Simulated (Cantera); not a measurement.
A closed system holds: 1 mol CO₂, 0.071 mol H₂O, held at 1727 °C and 1.00 bar.

Equilibrium computed with Cantera from the NASA thermochemical tables; the gas is ideal and each condensed phase is pure. Candidate condensed phases: C, C₆H₆, C₇H₈, C₈H₁₈, H₂O; 110 gas species. Equilibrium is a limit: real reactors are often held back by kinetics, nucleation or transport.

Base state: CO₂ 0.912, H₂O 0.0652, CO 0.0143, O₂ 0.00708, OH 0.000708, H₂ 0.000224, O 5.63e-5, H 2.43e-5 (mole fractions); condensed: gas only.

### Question
What changes in the equilibrium state with this change: temperature from 1727 °C to 3000 °C?

### Answer
```json
[
 {"species": "CO", "before": "0.0143", "after": "0.438"},
 {"species": "CO₂", "before": "0.912", "after": "0.215"},
 {"species": "O₂", "before": "0.00708", "after": "0.164"},
 {"species": "O", "before": "5.63e-5", "after": "0.108"},
 {"species": "H", "before": "2.43e-5", "after": "0.0213"},
 {"species": "OH", "before": "0.000708", "after": "0.0333"},
 {"species": "H₂O", "before": "0.0652", "after": "0.0152"},
 {"species": "HO₂", "before": "1.81e-7", "after": "2.17e-5"},
 {"species": "H₂", "before": "0.000224", "after": "0.00390"}
]
```
